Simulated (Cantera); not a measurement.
**Fluorocarbon and chlorocarbon gases: C2F6 + CH4 + H2**

Feed: 1 mol C2F6, 0.11 mol CH4, 0.099 mol H2, at 13.0 Pa.

Equilibrium computed with Cantera from the NASA thermochemical tables; the gas is ideal and each condensed phase is pure. Candidate condensed phases: C, C6H6, C7H8, C8H18; 95 gas species. The feed counts by its element totals alone. Gases not in the tables: C2F6 and larger saturated fluorocarbons. Kinetics and transport are ignored.

```
T (K)  x CF4   x HF     x CF2       x F     x CF3      x CF    x C2F4       x H  n C(graphite)
-----  -----  -----  --------  --------  --------  --------  --------  --------  -------------
1100   0.678  0.322   8.56e-7   1.45e-7   2.88e-7    <1e-12  4.88e-12  6.15e-12          0.769
1150   0.678  0.322   3.27e-6   6.53e-7   8.53e-7  1.71e-12  1.82e-11  2.16e-11          0.769
1200   0.678  0.322   1.12e-5   2.59e-6   2.30e-6  1.42e-11  6.09e-11  6.87e-11          0.769
1250   0.677  0.322   3.45e-5   9.20e-6   5.74e-6  1.00e-10  1.85e-10  1.99e-10          0.769
1300   0.677  0.322   9.74e-5   2.96e-5   1.33e-5  6.06e-10  5.16e-10  5.33e-10          0.769
1350   0.677  0.322  0.000255   8.76e-5   2.90e-5   3.21e-9   1.33e-9   1.33e-9          0.769
1400   0.677  0.322  0.000621  0.000240   5.97e-5   1.50e-8   3.22e-9   3.10e-9          0.769
1450   0.676  0.322   0.00142  0.000612  0.000117   6.33e-8   7.30e-9   6.85e-9          0.768
1500   0.674  0.322   0.00308   0.00147  0.000218   2.42e-7   1.56e-8   1.43e-8          0.767
1550   0.669  0.321   0.00631   0.00332  0.000391   8.46e-7   3.18e-8   2.87e-8          0.765
1600   0.661  0.319    0.0123   0.00714  0.000670   2.73e-6   6.15e-8   5.48e-8          0.760
1650   0.646  0.315    0.0230    0.0146   0.00110   8.18e-6   1.13e-7   1.01e-7          0.753
1700   0.620  0.309    0.0409    0.0285   0.00174   2.28e-5   1.96e-7   1.77e-7          0.741
1750   0.577  0.298    0.0691    0.0531   0.00260   5.96e-5   3.20e-7   3.01e-7          0.723
```
x: gas mole fraction; n: condensed amount in mol.

From 1100 K to 1750 K the condensed part is C(graphite). The main C-bearing gas is CF4 throughout.
